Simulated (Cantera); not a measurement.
Charge: 1 mol (CH3)2SiCl2, 520 mol H2, equilibrated at 1.30 mbar.

Method: chemical equilibrium by Gibbs-energy minimisation in Cantera with the NASA 1993 tables (ideal gas, pure condensed phases). Candidate condensed phases: C, C6H6, C7H8, C8H18, Si, SiC; 109 gas species. The feed counts by its element totals alone. The numbers say what is thermodynamically allowed, not how fast it happens.

log p: log10 of the partial pressure in bar; n: condensed amount in mol.

| T (K) | log p H2 | log p H | log p HCl | log p Si | log p C2H2 (acetylene) | n C(graphite) | n SiC(s) |
|---|---|---|---|---|---|---|---|
| 1025 | -2.89 | -9.80 | -5.30 | <-14 | -11.54 | 0.950 | 1.000 |
| 1125 | -2.89 | -8.80 | -5.30 | <-14 | -10.53 | 0.980 | 1.000 |
| 1225 | -2.89 | -7.95 | -5.30 | -14.17 | -9.68 | 0.991 | 1.000 |
| 1325 | -2.89 | -7.23 | -5.30 | -12.50 | -8.96 | 0.995 | 1.000 |
| 1425 | -2.89 | ___ | -5.30 | ___ | ___ | 0.994 | 1.000 |
| 1525 | -2.89 | -6.07 | -5.30 | -9.82 | -7.81 | 0.986 | 1.000 |
| 1625 | -2.89 | -5.60 | -5.31 | -8.73 | -7.34 | 0.963 | 0.999 |
| 1725 | -2.89 | -5.18 | -5.31 | -7.77 | -6.93 | 0.911 | 0.992 |
| 1825 | -2.89 | ___ | -5.31 | ___ | ___ | 0.830 | 0.945 |
| 1925 | -2.90 | -4.47 | -5.32 | -6.15 | -6.24 | 0.830 | 0.675 |
| 2025 | -2.91 | -4.17 | -5.33 | -5.66 | -5.96 | 0.979 | 0 |
| 2125 | -2.93 | -3.91 | -5.36 | -5.67 | -5.71 | 0.197 | 0 |
| 2225 | -2.97 | -3.67 | -5.40 | -5.68 | -5.68 | 0 | 0 |
| 2325 | -3.02 | -3.47 | -5.47 | -5.70 | -5.71 | 0 | 0 |

Some entries are withheld; supply them.


- 1825, log p H: -4.80
- 1825, log p Si: -6.91
- 1825, log p C2H2 (acetylene): -6.56
- 1425, log p H: -6.61
- 1425, log p Si: -11.06
- 1425, log p C2H2 (acetylene): -8.34
